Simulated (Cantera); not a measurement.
Charge: 1 mol PbO, a varied amount of CH4, 0.19 mol CO, at 1173 K and 13.3 mbar.

Cantera equilibrium calculation (NASA polynomials, part measured and part estimated; ideal gas, pure solids and liquids). Candidate condensed phases: C, C6H6, C7H8, C8H18, H2O, Pb, PbO, PbO2, Pb3O4; 113 gas species. The numbers say what is thermodynamically allowed, not how fast it happens.

Q: At 5.7 mol CH4, list the 5 most abundant gas species with their mole fractions, and the condensed phases.

A: H2 0.877, CO 0.0915, Pb 0.0316, CH4 0.000199, H2O 3.80e-5. Condensed: C(graphite) + Pb(l).
